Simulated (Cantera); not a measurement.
Charge: 1 mol C2H6, 23 mol H2, 1.7 mol H2O.

Equilibrium computed with Cantera from the NASA thermochemical tables; the gas is ideal and each condensed phase is pure. Candidate condensed phases: C, C6H6, C7H8, C8H18, H2O; 110 gas species. The ideal-gas law is rough above about 30 bar. Rates play no part.

Q: What condenses at these points (T in K, P in Pa): (2523, 320000); (1623, 320); (2073, 10000); (1173, 56); (1923, 56000)?

A: 
```csv
T (K),P in Pa,condensed phases,C condensed (%)
2523,320000,gas only,0.0
1623,320,C,14.9
2073,10000,C,11.6
1173,56,C,15.0
1923,56000,C,13.4
```
